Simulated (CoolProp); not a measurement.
Vapour-liquid equilibrium of isohexane (1) + benzene (2) at 60.25 °C; x and y are mole fractions of (1).

Computed with CoolProp (multi-fluid Helmholtz-energy mixture model, Lemmon 2006 and Thol 2012; pair parameters Bell 2016).

### Question
Give the bubble pressure and the first vapour's composition at x = 0.5, 0.65, 0.95. Is there an azeotrope?

### Answer
x = 0.5: 0.8720 bar, y = 0.639; x = 0.65: 0.9231 bar, y = 0.741; x = 0.95: 1.003 bar, y = 0.960. No azeotrope shows between x = 0.05 and 0.95.

Pair parameters are fitted to limited data, so mixtures are less certain than the pure fluids.
